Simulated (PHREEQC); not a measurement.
A column of 1 m (30 cells, dispersivity 0.035 m, 300 s a shift, diffusion coefficient 3e-10 m²/s) holds 0.00051 eq of the database's cation exchanger X per kg of pore water, first in equilibrium with 0.77 mmol/kgw KCl and 0.01 mmol/kgw HCl. It is flushed with 0.00038 mol CdCl2, 0.00032 mol MnCl2 and 1e-05 mol HCl per kg of water, at 40 °C. Values are for the last cell. The system is closed to CO2. No solid was allowed to form.

The series has 31 steps of pore volumes, from 0 to 3.017.

The numbers come from PHREEQC with the ion-association model, phreeqc.dat.

**Question.** After how many pore volumes does Cd at the outlet first reach half of its feed value?

**Answer.** By 1.4 pore volumes.

**Question.** After how many pore volumes does Mn at the outlet first reach half of its feed value?

**Answer.** By 1.3 pore volumes.

At this temperature some constants are extrapolated from 25 °C, and those without enthalpy data are left unchanged.
